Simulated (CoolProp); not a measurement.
Propane at several states: fugacity coefficient from the reference equation and from simpler models built on Tc = 369.9 K, pc = 4.251 MPa, ω = 0.152; each cubic takes its own stable root.

Computed with CoolProp (reference Helmholtz-energy equation of state, Lemmon 2009).

```tsv
T (K)	p (MPa)	phase	reference
463	0.363	gas	0.9862
92	0.0307	liquid	6.461e-8
459.8	2.49	gas	0.9056
400.7	1.11	gas	0.9323
319.4	0.023	gas	0.9971
436.8	0.274	gas	0.9873
```

Q: How far does each simpler model (van der Waals, Redlich-Kwong, Soave-Redlich-Kwong, Peng-Robinson) lie from the reference over these 6 states: mean and median of the absolute difference, and the worst?

A: 
- van der Waals: mean 1143511.4 %, median 0.3 %, worst +6861067.0 % at 92 K and 0.0307 MPa
- Redlich-Kwong: mean 14.8 %, median 0.1 %, worst -87.5 % at 92 K and 0.0307 MPa
- Soave-Redlich-Kwong: mean 0.5 %, median 0.0 %, worst +2.8 % at 92 K and 0.0307 MPa
- Peng-Robinson: mean 14.8 %, median 0.6 %, worst +86.2 % at 92 K and 0.0307 MPa
